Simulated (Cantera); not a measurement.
A Cantera script and its output.

```python
import numpy as np
import cantera as ct

gas = ct.Solution("h2o2.yaml")
gas.TPX = 1025, 11000, {'H2': 0.77, 'O2': 1, 'N2': 0.98}
reactor = ct.IdealGasConstPressureReactor(gas, energy="off", clone=False)
net = ct.ReactorNet([reactor])
net.rtol, net.atol = 1e-08, 1e-18
show = ['H2', 'O2', 'H2O2', 'OH', 'HO2', 'O', 'H2O']
times = np.geomspace(0.0002, 40, 11)

steps = ct.SolutionArray(gas, extra=["t"])
rows = []
print(f"{'t/s':>10s}{'T/K':>9s}{'P/Pa':>11s}" + "".join(f"{s:>11s}" for s in show))
for t in times:
    while net.time < t:
        t_next = net.step()
        steps.append(gas.state, t=t_next)
    rows.append([np.interp(t, steps.t, y) for y in (steps.T, steps.P, *steps(*show).X.T)])
    print(f"{t:10.3e}{rows[-1][0]:9.1f}{rows[-1][1]:11.4g}" + "".join(f"{x:11.3e}" for x in rows[-1][2:]))
rate = np.gradient(steps.T, steps.t)
print("integrator steps:", len(steps.t))
if steps.T.max() > steps.T[0] + 200:
    print(f"time of steepest temperature rise: {steps.t[rate.argmax()]:.4e} s")
gas.TPX = 1025, 11000, {'H2': 0.77, 'O2': 1, 'N2': 0.98}
gas.equilibrate("TP")
print(f"equilibrium (TP): T = {gas.T:.1f} K  " + "  ".join(f"{s} {gas[s].X[0]:.3e}" for s in show))
```

Result:

```
       t/s      T/K       P/Pa         H2         O2       H2O2         OH        HO2          O        H2O
 2.000e-04   1025.0    1.1e+04  2.800e-01  3.636e-01  3.437e-11  2.534e-08  2.953e-08  6.621e-08  3.788e-07
 6.778e-04   1025.0    1.1e+04  6.424e-02  2.764e-01  3.513e-06  6.156e-03  5.600e-05  1.470e-02  1.933e-01
 2.297e-03   1025.0    1.1e+04  1.967e-03  2.604e-01  3.868e-06  4.033e-04  3.322e-05  2.868e-04  3.229e-01
 7.786e-03   1025.0    1.1e+04  3.295e-04  2.601e-01  1.618e-06  1.178e-04  9.646e-06  3.147e-05  3.251e-01
 2.639e-02   1025.0    1.1e+04  3.646e-05  2.600e-01  4.533e-07  4.754e-05  1.515e-06  3.748e-06  3.255e-01
 8.944e-02   1025.0    1.1e+04  2.043e-06  2.600e-01  1.122e-07  1.897e-05  1.547e-07  4.876e-07  3.256e-01
 3.031e-01   1025.0    1.1e+04  8.647e-08  2.600e-01  2.796e-08  8.296e-06  2.314e-08  9.134e-08  3.256e-01
 1.027e+00   1025.0    1.1e+04  1.257e-08  2.600e-01  7.844e-09  4.093e-06  5.775e-09  2.242e-08  3.256e-01
 3.482e+00   1025.0    1.1e+04  3.164e-09  2.600e-01  2.328e-09  2.141e-06  1.987e-09  6.169e-09  3.256e-01
 1.180e+01   1025.0    1.1e+04  9.262e-10  2.600e-01  7.188e-10  1.161e-06  1.294e-09  1.819e-09  3.256e-01
 4.000e+01   1025.0    1.1e+04  4.075e-10  2.600e-01  2.780e-10  7.085e-07  1.524e-09  6.794e-10  3.256e-01
integrator steps: 2060
equilibrium (TP): T = 1025.0 K  H2 3.505e-10  O2 2.600e-01  H2O2 2.119e-10  OH 6.140e-07  HO2 1.678e-09  O 5.107e-10  H2O 3.256e-01
```

Computed with Cantera and the H2/O2 subset of GRI-Mech 3.0, which has no nitrogen chemistry. Radical loss at walls, strong at low pressure, is not modelled. The temperature is held fixed by assumption; the heat of reaction is taken as removed at once.
